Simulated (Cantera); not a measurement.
Feed: 1 mol Ta(OEt)₅, 29 mol H₂O, 3.3 mol H₂, equilibrated at 2873 K and 0.0510 Torr.

Equilibrium computed with Cantera from the NASA thermochemical tables; the gas is ideal and each condensed phase is pure. Candidate condensed phases: C, C₆H₆, C₇H₈, C₈H₁₈, H₂O, Ta, TaC, Ta₂O₅; 113 gas species. The feed counts by its element totals alone. Rates play no part.

Base state: H 0.724, O 0.181, CO 0.0816, TaO₂ 0.00451, TaO 0.00365, H₂ 0.00323, OH 0.00130, O₂ 0.000432 (mole fractions); condensed: gas only.

What changes in the equilibrium state with this change: temperature from 2873 K to 1525 K?


```tsv
species	before	after
H₂	0.00323	0.464
H₂O	1.93e-5	0.352
CO	0.0816	0.142
H	0.724	0.00195
O	0.181	1.66e-7
CO₂	6.84e-5	0.0401
TaO₂	0.00451	3.28e-9
TaO	0.00365	<1e-9
O₂	0.000432	5.84e-8
Ta₂O₅(s), mol	0	0.500
```
